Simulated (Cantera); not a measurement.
Input: 1 mol SiCl4, 4.2 mol HCl, 0.24 mol H2, 1.9 mol Cl2, at 1100 °C and 13300 Pa.

Cantera equilibrium calculation (NASA polynomials, part measured and part estimated; ideal gas, pure solids and liquids). Candidate condensed phases: Si; 19 gas species. Rates play no part.

Base state: HCl 0.628, Cl2 0.209, SiCl4 0.134, Cl 0.0288 (mole fractions); condensed: gas only.

Question: What changes in the equilibrium state with this change: pressure from 13300 Pa to 650000 Pa?

Answer: 
```
species  before    after
-------  ------  -------
HCl       0.628    0.636
Cl2       0.209    0.224
SiCl4     0.134    0.136
Cl       0.0288  0.00427
```

Question: What changes in the equilibrium state with this change: SiCl4 replaced by Si?

Answer: 
```csv
species,before,after
HCl,0.628,0.754
SiCl4,0.134,0.179
H2,2.73e-8,0.0589
Cl2,0.209,1.39e-7
Cl,0.0288,2.35e-5
SiHCl3,<1e-9,0.000887
SiCl2,<1e-9,0.000811
SiCl3,3.43e-6,0.00561
```
The tables' values for SiCl3 are old estimates; treat these amounts as uncertain.
